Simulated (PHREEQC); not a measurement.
Synthetic water in mmol/kgw, 25 °C, pH 6.26: Na 78.6; K 0.285; Ca 5.62; Mg 9.66; Cl 80.4; S(6) 14; Alkalinity (meq/kgw) 7.71e-06; Br 0.364; Li 0.0396.

Valence states are taken as typed.

Computed with PHREEQC (Pitzer model, pitzer.dat).

| Property | Result |
|---|---|
| ionic strength | 0.138 mol/kgw |
| specific conductance | 10800 µS/cm |
| density | 1.002 g/cm³ |
| osmotic coefficient | 0.887 |
| charge-balance error | 0.3 % |

```csv
species,molality,activity,log γ
Cl-,0.0804,0.0598,-0.128
Na+,0.0786,0.0604,-0.115
SO4-2,0.0140,0.00343,-0.611
Mg+2,0.00966,0.00309,-0.494
Ca+2,0.00562,0.00163,-0.536
Br-,0.000364,0.000273,-0.125
K+,0.000285,0.000215,-0.122
Li+,3.96e-5,3.11e-5,-0.105
```

This is a speciation only: nothing precipitates in the calculation.
